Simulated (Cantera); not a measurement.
Input (Python, Cantera) and output of one run.

```python
import numpy as np
import cantera as ct

gas_names = """
    CL2 MgCL2 SiCL4 TiCL4
""".split()
cond_names = """
    AL(cr) AL(L) ALCL3(s) ALCL3(L) Mg(cr) Mg(L) Si(cr) Si(L) Ti(a) Ti(b) Ti(L)
""".split()


# ... load() reads the species with a 1 bar reference pressure and builds the phases ...
species = {s.name: s for s in load("nasa_gas.yaml", gas_names) + load("nasa_condensed.yaml", cond_names)}
# Each term lists the table entries of one substance; the one whose range holds T is used.
reactions = {
    '0.6667 Al + Cl2(g) = 0.6667 AlCl3':
        [(-0.6666666666666666, ['AL(cr)', 'AL(L)']), (-1, ['CL2']), (0.6666666666666666, ['ALCL3(s)', 'ALCL3(L)'])],
    'Mg + Cl2(g) = MgCl2(g)':
        [(-1, ['Mg(cr)', 'Mg(L)']), (-1, ['CL2']), (1, ['MgCL2'])],
    '0.5 Si + Cl2(g) = 0.5 SiCl4(g)':
        [(-0.5, ['Si(cr)', 'Si(L)']), (-1, ['CL2']), (0.5, ['SiCL4'])],
    '0.5 Ti + Cl2(g) = 0.5 TiCl4(g)':
        [(-0.5, ['Ti(a)', 'Ti(b)', 'Ti(L)']), (-1, ['CL2']), (0.5, ['TiCL4'])],
}


def pick(names, T):
    return next(species[n] for n in names if species[n].thermo.min_temp <= T <= species[n].thermo.max_temp)


results = []
for label, terms in reactions.items():
    print(label)
    print("     T/K   dH/kJ  dS/(J/K)   dG/kJ   log10 K")
    for T in [300, 425, 450, 475, 500, 525, 550]:
        used = [(nu, pick(names, T)) for nu, names in terms]
        dH = sum(nu * s.thermo.h(T) for nu, s in used) / 1e6
        dS = sum(nu * s.thermo.s(T) for nu, s in used) / 1e3
        dG = dH - T * dS / 1e3
        logK = -dG * 1e6 / (ct.gas_constant * T * np.log(10))
        results.append((label, T, dH, dS, dG, logK, [s.name for _, s in used]))
        print(f"{T:8g} {dH:8.1f} {dS:8.1f} {dG:8.1f} {logK:8.2f}")
```

Result:

```
0.6667 Al + Cl2(g) = 0.6667 AlCl3
     T/K   dH/kJ  dS/(J/K)   dG/kJ   log10 K
     300   -470.4   -169.0   -419.7    73.07
     425   -468.8   -164.6   -398.8    49.02
     450   -468.4   -163.7   -394.7    45.82
     475   -444.3   -111.9   -391.1    43.01
     500   -443.6   -110.4   -388.4    40.57
     525   -442.8   -109.0   -385.6    38.37
     550   -442.1   -107.6   -382.9    36.36
Mg + Cl2(g) = MgCl2(g)
     T/K   dH/kJ  dS/(J/K)   dG/kJ   log10 K
     300   -392.5     21.4   -398.9    69.45
     425   -392.7     20.6   -401.5    49.35
     450   -392.8     20.5   -402.0    46.67
     475   -392.9     20.3   -402.5    44.27
     500   -393.0     20.2   -403.1    42.11
     525   -393.1     20.0   -403.6    40.15
     550   -393.1     19.8   -404.1    38.37
0.5 Si + Cl2(g) = 0.5 SiCl4(g)
     T/K   dH/kJ  dS/(J/K)   dG/kJ   log10 K
     300   -331.4    -67.0   -311.3    54.20
     425   -331.2    -66.4   -302.9    37.23
     450   -331.1    -66.3   -301.3    34.97
     475   -331.1    -66.2   -299.6    32.95
     500   -331.0    -66.1   -298.0    31.13
     525   -330.9    -66.0   -296.3    29.48
     550   -330.9    -65.8   -294.7    27.98
0.5 Ti + Cl2(g) = 0.5 TiCl4(g)
     T/K   dH/kJ  dS/(J/K)   dG/kJ   log10 K
     300   -381.6    -61.0   -363.3    63.25
     425   -381.4    -60.5   -355.7    43.72
     450   -381.4    -60.4   -354.2    41.11
     475   -381.3    -60.3   -352.7    38.78
     500   -381.3    -60.2   -351.2    36.69
     525   -381.2    -60.1   -349.7    34.79
     550   -381.2    -60.0   -348.2    33.07
```

Cantera with NASA thermochemical tables; ideal gases at 1 bar, condensed phases pure. Condensed species are held in their standard states even where they would react or evaporate.
